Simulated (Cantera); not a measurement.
Input: 1 mol SiH4, 0.2 mol N2O, 2.6 mol H2, equilibrated at 1723.15 K.

Method: chemical equilibrium by Gibbs-energy minimisation in Cantera with the NASA 1993 tables (ideal gas, pure condensed phases). Candidate condensed phases: H2O, Si, SiO2, Si2N2O, Si3N4; 35 gas species. Mutual solubility and eutectic melting of coexisting phases are not modelled. The tables' values for SiN are old estimates; treat these amounts as uncertain. Gases not in the tables: Si2H6 and higher silanes. Kinetics and transport are ignored.

log p: log10 of the partial pressure in bar; n: condensed amount in mol.

```tsv
P (Pa)	log p H2	log p SiO	log p N2	log p H	log p Si	n Si(l)	n Si2N2O(s)
5	-4.36	-5.71	-5.71	-5.92	-6.01	0.695	0
15	(withheld)	(withheld)	(withheld)	(withheld)	-6.01	0.765	0
45	-3.39	-4.75	-4.75	-5.43	-6.01	0.788	0
140	-2.89	-4.25	-4.25	-5.18	-6.01	0.796	0
410	-2.42	-3.79	-3.79	-4.95	-6.01	0.799	0
1200	-1.96	-3.33	-3.33	-4.72	-6.01	0.794	0.00526
3700	(withheld)	-3.33	-3.33	(withheld)	-6.01	0.659	(withheld)
11000	-0.96	-3.33	-3.33	-4.22	-6.01	0.620	0.180
33000	-0.48	-3.33	-3.33	-3.98	-6.01	0.606	0.193
100000	0.00	-3.33	-3.33	-3.74	-6.01	0.602	0.198
```

Problem. Fill in the missing entries.

Solution. 
- 3700, log p H2: -1.44
- 3700, log p H: -4.46
- 3700, n Si2N2O(s): 0.140
- 15, log p H2: -3.87
- 15, log p SiO: -5.23
- 15, log p N2: -5.23
- 15, log p H: -5.67
